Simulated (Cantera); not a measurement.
Standard-state values (1 bar) from the NASA 1993 polynomials, evaluated with Cantera. Values are per mole of reaction as written; species without (g) are pure solids or liquids, kept so even where they would boil at 1 bar.

Task: Between 300 and 1273 K, where is each reaction favourable under standard conditions?
- Sr(OH)2 = Sr + 2 OH(g)
- Sr(OH)2 = Sr + 2 O(g) + H2(g)

Result: 
- Sr(OH)2 = Sr + 2 OH(g): ΔG° is 950 kJ at 300 K and 661 kJ at 1273 K; it stays positive (K < 1). ΔH° is 996 kJ and ΔS° 263 J/K at 1273 K.
- Sr(OH)2 = Sr + 2 O(g) + H2(g): ΔG° is 1344 kJ at 300 K and 961 kJ at 1273 K; it stays positive (K < 1). ΔH° is 1426 kJ and ΔS° 366 J/K at 1273 K.
